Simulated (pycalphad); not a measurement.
An equivalent pycalphad script:

```python
from pycalphad import Database, equilibrium, calculate, variables as v
import numpy as np
db = Database('COST507.tdb')
comps = ['SN', 'SI', 'VA']
phases = ['BCT_A5', 'DIAMOND_A4', 'LIQUID']
eq = equilibrium(db, comps, phases, {v.X('SI'): 0.278, v.T: np.arange(1400, 499, -25), v.P: 101325, v.N: 1}, output=['HM', 'SM'])
```

CALPHAD calculation (pycalphad, COST 507 light-alloy database (1999)), 1 atm. These are 1990s assessments: newer ones move some temperatures and phases. Phase fractions are per mole of atoms.

Results at three of the temperatures:

```
T = 1350.00 K, P = 101325 Pa, N = 1 mol of atoms
G = -92625 J/mol, H = 37166 J/mol, S = 96.14 J/(mol K)  (SER reference)
chemical potentials (J/mol): Sn -109645, Si -48424
phase             fraction      x(Sn)      x(Si)
LIQUID              0.7620     0.9475     0.0525
DIAMOND_A4          0.2380   3.43e-07     1.0000
```

```
T = 575.00 K, P = 101325 Pa, N = 1 mol of atoms
G = -27629 J/mol, H = 12591 J/mol, S = 69.95 J/(mol K)  (SER reference)
chemical potentials (J/mol): Sn -33262, Si -12999
phase             fraction      x(Sn)      x(Si)
LIQUID              0.7220     1.0000    3.5e-06
DIAMOND_A4          0.2780   2.74e-07     1.0000
```

```
T = 500.00 K, P = 101325 Pa, N = 1 mol of atoms
G = -22575 J/mol, H = 5432 J/mol, S = 56.02 J/(mol K)  (SER reference)
chemical potentials (J/mol): Sn -27180, Si -10615
phase             fraction      x(Sn)      x(Si)
BCT_A5              0.7220     1.0000       none
DIAMOND_A4          0.2780   1.89e-07     1.0000
```

Changes of the phase set, refined by bisection:

| T (K) | phases above | phases below |
|---|---|---|
| 505.0 | diamond (Si) + liquid | bct (Sn) + diamond (Si) |

DIAMOND_A4 is diamond (Si); BCT_A5 is bct (Sn). An entry "none" or "no" means that the model of the phase leaves that element out.
